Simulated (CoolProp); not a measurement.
Computed with CoolProp (reference Helmholtz-energy equation of state, Lemmon 2006). It is a short technical equation, of lower accuracy than the large ones.

**Question.** For CH3F (R41), give the phase and the density (kg/m³), cp (kJ/(kg K)), Joule-Thomson coefficient (K/MPa) at 279.4 K and 43.5 bar; 337.3 K and 209 bar; 136.1 K and 4.24 bar.

**Answer.** 
- 279.4 K and 43.5 bar: liquid; density 669, cp 2.62, Joule-Thomson coefficient 0.314
- 337.3 K and 209 bar: supercritical; density 581, cp 2.55, Joule-Thomson coefficient 0.523
- 136.1 K and 4.24 bar: liquid; density 995, cp 2.10, Joule-Thomson coefficient -0.359
